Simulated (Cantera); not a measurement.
Input: 1 mol B₂O₃, 4.9 mol NH₃, 38 mol H₂, at 977 °C and 0.323 Torr.

Equilibrium computed with Cantera from the NASA thermochemical tables; the gas is ideal and each condensed phase is pure. Mutual solubility and eutectic melting of coexisting phases are not modelled. Kinetics and transport are ignored.

```
species         before     after
------------  --------  --------
H₂               0.947     0.989
N₂              0.0510   0.00938
HBO₂           0.00121  0.000929
H₂O           0.000231  0.000137
HBO           0.000417  0.000566
H              2.27e-5   2.32e-5
B₂O₃          0.000103  0.000103
BN(s), mol      0.0198   0.00825
B₂O₃(l), mol     0.946     0.962
```
Gas species are given as mole fractions.

Task: Name the change that produced these shifts.
(A) NH₃ from 4.9 to 0.75 mol
(B) temperature from 977 °C to 1600 °C
(C) temperature from 977 °C to 677 °C
(D) temperature from 977 °C to 1175 °C

Result: A, NH₃ from 4.9 to 0.75 mol
